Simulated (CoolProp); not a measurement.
Vapour-liquid equilibrium of acetone (1) + cyclohexane (2) at 109.15 °C; x and y are mole fractions of (1).

The numbers come from the multi-fluid Helmholtz-energy mixture model, Lemmon 2006 and Zhou 2014; pair parameters Bell 2016 in CoolProp.

```json
[
 {"x": "0.05", "bubble pressure, mixture model (kPa)": "284.3", "bubble pressure, Raoult's law (kPa)": "233.7", "y, mixture model": "0.242", "y, Raoult's law": "0.100"},
 {"x": "0.125", "bubble pressure, mixture model (kPa)": "349.0", "bubble pressure, Raoult's law (kPa)": "252.2", "y, mixture model": "0.408", "y, Raoult's law": "0.232"},
 {"x": "0.2", "bubble pressure, mixture model (kPa)": "390.8", "bubble pressure, Raoult's law (kPa)": "270.7", "y, mixture model": "0.493", "y, Raoult's law": "0.346"},
 {"x": "0.275", "bubble pressure, mixture model (kPa)": "418.8", "bubble pressure, Raoult's law (kPa)": "289.2", "y, mixture model": "0.546", "y, Raoult's law": "0.445"},
 {"x": "0.35", "bubble pressure, mixture model (kPa)": "438.6", "bubble pressure, Raoult's law (kPa)": "307.7", "y, mixture model": "0.585", "y, Raoult's law": "0.532"},
 {"x": "0.425", "bubble pressure, mixture model (kPa)": "453.4", "bubble pressure, Raoult's law (kPa)": "326.2", "y, mixture model": "0.618", "y, Raoult's law": "0.610"},
 {"x": "0.5", "bubble pressure, mixture model (kPa)": "(withheld)", "bubble pressure, Raoult's law (kPa)": "344.7", "y, mixture model": "0.648", "y, Raoult's law": "0.679"},
 {"x": "0.575", "bubble pressure, mixture model (kPa)": "474.4", "bubble pressure, Raoult's law (kPa)": "363.2", "y, mixture model": "0.679", "y, Raoult's law": "0.741"},
 {"x": "0.65", "bubble pressure, mixture model (kPa)": "481.6", "bubble pressure, Raoult's law (kPa)": "381.7", "y, mixture model": "0.713", "y, Raoult's law": "0.797"},
 {"x": "0.725", "bubble pressure, mixture model (kPa)": "486.5", "bubble pressure, Raoult's law (kPa)": "400.2", "y, mixture model": "(withheld)", "y, Raoult's law": "0.848"},
 {"x": "0.8", "bubble pressure, mixture model (kPa)": "(withheld)", "bubble pressure, Raoult's law (kPa)": "418.7", "y, mixture model": "0.800", "y, Raoult's law": "0.894"},
 {"x": "0.875", "bubble pressure, mixture model (kPa)": "485.9", "bubble pressure, Raoult's law (kPa)": "437.2", "y, mixture model": "0.859", "y, Raoult's law": "0.937"},
 {"x": "0.95", "bubble pressure, mixture model (kPa)": "477.7", "bubble pressure, Raoult's law (kPa)": "455.7", "y, mixture model": "(withheld)", "y, Raoult's law": "0.976"}
]
```

Task: Some entries are withheld; supply them.

Result: 
- 0.5, bubble pressure, mixture model (kPa): 465.0
- 0.725, y, mixture model: 0.752
- 0.8, bubble pressure, mixture model (kPa): 488.3
- 0.95, y, mixture model: 0.936

The largest gap from Raoult's law is +44.8 % in bubble pressure, at x = 0.275. y crosses x between x = 0.725 and 0.8: the model has an azeotrope there.

The pair parameters rest on a limited set of measurements; away from them the model extrapolates.
